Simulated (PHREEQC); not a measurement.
A solution holds 0.0081 mol HF and 0.00048 mol NH4F per kg of water, at 25 °C. Closed to the air; pH follows from the charge balance.

The numbers come from PHREEQC with the ion-association model, wateq4f.dat.

```
quantity                   before    after
------------------------  -------  -------
pH                           2.74     2.18
ionic strength (mol/kgw)  0.00238  0.00761
HF (mol/kgw)              0.00596   0.0561
F- (mol/kgw)              0.00232  0.00626
HF2- (mol/kgw)            5.32e-5  0.00135
```

What was changed between the two runs?
(A) NH4F from 0.00048 to 0.0024 mol/kgw
(B) NH4F left out
(C) HF from 0.0081 to 0.081 mol/kgw
(D) diluted 5-fold with water

C, HF from 0.0081 to 0.081 mol/kgw

No solid was allowed to form.
